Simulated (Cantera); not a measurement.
## Adiabatic ignition

An adiabatic, constant-volume homogeneous reactor starts with CH4 : C2H6 : O2 : N2 = 1 : 0.14 : 2.93 : 20.8 (molar parts), at 975 K and 1.01 bar.

Computed with Cantera and GRI-Mech 3.0 (53 species, 325 reactions). Below about 1000 K GRI-Mech 3.0 lacks low-temperature oxidation paths.

| t (s) | T (K) | P (bar) | x CH4 | x C2H6 | x O2 | x HCO | x CH3 | x CO | x H2O2 |
|---|---|---|---|---|---|---|---|---|---|
| 1.00e-6 | 975 | 1.01 | 0.0402 | 0.00563 | 0.118 | <1e-12 | 4.73e-12 | <1e-12 | <1e-12 |
| 4.46e-6 | 975 | 1.01 | 0.0402 | 0.00563 | 0.118 | <1e-12 | 2.11e-11 | <1e-12 | <1e-12 |
| 1.99e-5 | 975 | 1.01 | 0.0402 | 0.00563 | 0.118 | <1e-12 | 9.39e-11 | <1e-12 | <1e-12 |
| 8.88e-5 | 975 | 1.01 | 0.0402 | 0.00563 | 0.118 | <1e-12 | 4.14e-10 | <1e-12 | <1e-12 |
| 0.000396 | 975 | 1.01 | 0.0402 | 0.00563 | 0.118 | <1e-12 | 1.76e-9 | <1e-12 | 2.12e-12 |
| 0.00177 | 975 | 1.01 | 0.0402 | 0.00563 | 0.118 | <1e-12 | 6.36e-9 | <1e-12 | 6.03e-11 |
| 0.00788 | 975 | 1.01 | 0.0402 | 0.00563 | 0.118 | <1e-12 | 1.45e-8 | 4.29e-12 | 1.99e-9 |
| 0.0352 | 975 | 1.01 | 0.0402 | 0.00563 | 0.118 | <1e-12 | 3.72e-8 | 2.88e-10 | 4.66e-8 |
| 0.157 | 976 | 1.01 | 0.0401 | 0.00553 | 0.118 | 2.88e-11 | 1.48e-6 | 5.75e-6 | 9.19e-6 |
| 0.700 | 2285 | 2.39 | <1e-12 | <1e-12 | 0.0163 | 2.22e-10 | <1e-12 | 0.00262 | 7.93e-8 |
x: mole fraction; the columns are a selection and need not sum to one.

```
Property                                                          Result
---------------------------------  -------------------------------------
time of steepest temperature rise                                0.238 s
temperature at 0.700 s                                            2285 K
equilibrium temperature                                           2285 K
x(CH4) at 0.700 s                  <1e-12 (gas-phase equilibrium <1e-12)
x(C2H6) at 0.700 s                 <1e-12 (gas-phase equilibrium <1e-12)
x(O2) at 0.700 s                   0.0163 (gas-phase equilibrium 0.0163)
```
